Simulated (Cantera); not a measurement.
A Cantera script and its output.

```python
import numpy as np
import cantera as ct

gas = ct.Solution("gri30.yaml")
gas.TPX = 1975, 101325, {'C3H8': 1, 'H2': 67}
inlet = ct.Reservoir(gas, clone=True)

reactor = ct.IdealGasConstPressureReactor(gas, energy="off", clone=False)
exhaust = ct.Reservoir(gas, clone=True)
tau = [1.2, 0.39, 0.12, 0.038, 0.012, 0.0038, 0.0012, 0.00037, 0.00012][0]
for a, b in ((inlet, reactor), (reactor, exhaust)):
    ct.MassFlowController(a, b, mdot=lambda t: reactor.mass / tau)
net = ct.ReactorNet([reactor])
show = ['C3H8', 'H2', 'C2H4', 'CH2', 'C2H2', 'H', 'CH4']

rows = []
print(f"{'tau/s':>10s}{'T/K':>9s}" + "".join(f"{s:>11s}" for s in show))
for tau in [1.2, 0.39, 0.12, 0.038, 0.012, 0.0038, 0.0012, 0.00037, 0.00012]:
    net.initial_time = 0.0
    net.advance(30 * tau)
    before = gas.X
    net.advance(40 * tau)
    drift = np.max(np.abs(gas.X - before) / (gas.X + 1e-9))
    rows.append([gas.T, *gas[show].X, drift])
    print(f"{tau:10.3e}{gas.T:9.1f}" + "".join(f"{x:11.3e}" for x in gas[show].X))
```

It prints:

```
     tau/s      T/K       C3H8         H2       C2H4        CH2       C2H2          H        CH4
 1.200e+00   1975.0  1.825e-08  9.761e-01  1.501e-04  1.322e-07  1.962e-02  1.354e-03  2.734e-03
 3.900e-01   1975.0  5.615e-08  9.758e-01  1.490e-04  1.567e-07  1.937e-02  1.355e-03  3.248e-03
 1.200e-01   1975.0  1.824e-07  9.751e-01  1.471e-04  2.144e-07  1.877e-02  1.358e-03  4.450e-03
 3.800e-02   1975.0  5.752e-07  9.740e-01  1.469e-04  3.173e-07  1.773e-02  1.366e-03  6.569e-03
 1.200e-02   1975.0  1.811e-06  9.723e-01  1.572e-04  4.739e-07  1.621e-02  1.386e-03  9.629e-03
 3.800e-03   1975.0  5.613e-06  9.705e-01  2.026e-04  6.834e-07  1.448e-02  1.441e-03  1.301e-02
 1.200e-03   1975.0  1.692e-05  9.689e-01  3.413e-04  9.738e-07  1.299e-02  1.575e-03  1.567e-02
 3.700e-04   1975.0  4.972e-05  9.678e-01  7.037e-04  1.468e-06  1.177e-02  1.852e-03  1.718e-02
 1.200e-04   1975.0  1.343e-04  9.670e-01  1.478e-03  2.270e-06  1.047e-02  2.254e-03  1.777e-02
```

Detailed kinetics in Cantera: GRI-Mech 3.0 (53 species, 325 reactions). GRI-Mech 3.0 was tuned for natural gas; its chemistry of propane as a main component is partial and can be far from experiment. GRI-Mech 3.0 stops at C3 and has no aromatics, soot or wall deposition, so with more carbon than oxygen in the feed, carbon stays in small species such as C2H2 where larger ones or solid carbon would form.
